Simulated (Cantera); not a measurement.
Charge: 1 mol SF6, 0.85 mol SO2, 0.6 mol N2, equilibrated at 2723 K and 1800 Pa.

Equilibrium computed with Cantera from the NASA thermochemical tables; the gas is ideal and each condensed phase is pure. Candidate condensed phases: S; 35 gas species. Rates play no part.

Base state: F 0.700, SO 0.101, N2 0.0699, S 0.0606, SO2 0.0385, O 0.0154, S2 0.00616, SF 0.00483 (mole fractions); condensed: gas only.

### Question
What changes in the equilibrium state with this change: SF6 replaced by NF3?

### Answer
```tsv
species	before	after
F	0.700	0.562
N2	0.0699	0.204
SO2	0.0385	0.0765
S	0.0606	0.0138
O2	0.00270	0.0236
O	0.0154	0.0456
SO	0.101	0.0677
S2	0.00616	0.000318
SF2	0.000182	2.66e-5
S2O	6.69e-5	1.02e-5
```
